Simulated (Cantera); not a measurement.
Input (Python, Cantera) and output of one run.

```python
import numpy as np
import cantera as ct

gas_names = """
    H HNO HNO2 HNO3 HO2 H2 H2O H2O2 N NH NH2 NH3 NH2OH NO NO2 NO3 N2 N2H2 N2H4 N2O O OH O2 O3 Pb PbO Pb2
""".split()
cond_names = """
    H2O(s) H2O(L) Pb(cr) Pb(L) PbO(rd) PbO(yw) PbO(L) PbO2(s) Pb3O4(s)
""".split()


# ... load() reads the species with a 1 bar reference pressure and builds the phases ...
atoms = {
    'PbO': {'Pb': 1, 'O': 1},
    'H2': {'H': 2},
    'N2': {'N': 2},
}
top_T = {'Pb3O4(s)': 820}  # K; cautious upper limits of use, not melting points


# ... equilibrate(T, P, feed) seeds the gas with the atoms and calls Mixture.equilibrate('TP', solver="vcs", rtol=1e-11, max_steps=5000) ...
results = []
feed = {'PbO': 1, 'H2': 620, 'N2': 5.7}  # mol
T = 1000  # K
P = 34000  # Pa
mix = equilibrate(T, P, feed)
results.append((T, P, feed, dict(zip(mix.species_names, mix.species_moles))))
x = sorted(zip(gas.X, gas.species_names), reverse=True)
print(f"T = {T:g} K  P = {P:g} Pa  gas = {mix.phase_moles(0):.4g} mol")
print("   x: " + "  ".join(f"{s} {v:.3e}" for v, s in x if v > 1e-05))
print("   condensed (mol): " + ("  ".join(f"{mix.phase(i).name} {mix.phase_moles(i):.4g}"
      for i in range(1, mix.n_phases) if mix.phase_moles(i) > 1e-12) or "none"))
```

Output:

```
T = 1000 K  P = 34000 Pa  gas = 625.7 mol
   x: H2 9.892e-01  N2 9.100e-03  H2O 1.598e-03  Pb 4.764e-05  NH3 1.858e-05
   condensed (mol): Pb(L) 0.9702
```

These are equilibrium values from Cantera (NASA tables, ideal gas, pure condensed phases), not measurements of a reactor.
